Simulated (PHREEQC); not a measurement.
A solution holds 0.0011 mol/kgw LiBr, 0.00069 mol/kgw Fe2(SO4)3 and 0.2 mol/kgw TMAH, at 25 °C. Closed to the air; pH follows from the charge balance.

Computed with PHREEQC (ion-association model, wateq4f.dat).

Each row changes one thing in this solution. This is a speciation only: nothing precipitates in the calculation.

| case | pH | ionic strength (mol/kgw) | SI of Fe(OH)3(a) (Fe(OH)3) | SI of Goethite (FeOOH) |
|---|---|---|---|---|
| as made | 13.14 | 0.203 | +0.58 | +6.48 |
| 0.0043 mol/kgw CuCl2 added | 13.10 | 0.206 | +0.62 | +6.51 |
| Fe2(SO4)3 from 0.00069 to 0.0069 mol/kgw | 13.01 | 0.222 | +1.71 | +7.61 |
| Fe2(SO4)3 from 0.00069 to 0.00103 mol/kgw | 13.13 | 0.204 | +0.76 | +6.66 |
| 0.32 mol/kgw HBr added | 1.03 | 0.327 | -5.75 | +0.14 |
| TMAH from 0.2 to 0.04 mol/kgw | 12.45 | 0.0432 | +1.32 | +7.21 |
| LiBr left out | 13.14 | 0.202 | +0.58 | +6.48 |

Species that the database lacks are ignored. Some of these states are supersaturated (in Fe(OH)3(a), Hematite (slow to form), Cu(OH)2, for instance). (CH3)4N+ isn't in the database: it is added as a free cation with an ion size of 4 Å. The database's constant for dissolved Cu(OH)2 is higher than later reviews accept.
